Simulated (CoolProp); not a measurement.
Saturated liquid density (kg/m³) of R141b: the reference equation beside estimates from Tc = 477.5 K, pc = 42.12 bar, ω = 0.220. Rackett uses Z = 0.29056 − 0.08775 ω.

The numbers come from the reference Helmholtz-energy equation of state, Lemmon 2006 in CoolProp. It is a short technical equation, of lower accuracy than the large ones.

| T (K) | reference | Rackett | Redlich-Kwong |
|---|---|---|---|
| 246.5 | 1330 | 1320 | 1195 |
| 274.2 | 1279 | 1271 | 1148 |
| 301.9 | 1226 | 1219 | 1096 |
| 329.5 | 1171 | 1163 | 1037 |
| 357.2 | 1110 | 1102 | 971.1 |
| 384.9 | 1043 | 1035 | 895.0 |
| 412.6 | 964.3 | 956.2 | 805.3 |
| 440.2 | 865.9 | 858.3 | 694.1 |
| 467.9 | 707.1 | 701.0 | 528.2 |

Absolute difference from the reference over all 9 rows, mean and median: Rackett 0.7 and 0.8 %, Redlich-Kwong 14.5 and 12.5 %.
